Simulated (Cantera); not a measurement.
Charge: 1 mol N2O, 4.9 mol H2O, 0.046 mol O2, at 3475 K and 5.40 bar.

Cantera equilibrium calculation (NASA polynomials, part measured and part estimated; ideal gas, pure solids and liquids). Candidate condensed phases: H2O; 24 gas species. Kinetics and transport are ignored.

Base state: H2O 0.406, OH 0.132, N2 0.118, H2 0.113, H 0.0806, O2 0.0764, O 0.0550, NO 0.0183 (mole fractions); condensed: gas only.

Problem. What changes in the equilibrium state with this change: N2O replaced by CS2?

Solution. 
```csv
species,before,after
H2,0.113,0.263
H2O,0.406,0.212
H,0.0806,0.123
N2,0.118,0
CO,0,0.107
SO,0,0.0964
SO2,0,0.0425
S,0,0.0403
SH,0,0.0264
NO,0.0183,0
S2,0,0.0124
CO2,0,0.0105
O2,0.0764,0.00384
O,0.0550,0.0123
OH,0.132,0.0451
H2S,0,0.00401
S2O,0,0.000462
```
Further candidate phases: C, C6H6, C7H8, C8H18, H2SO4, S.
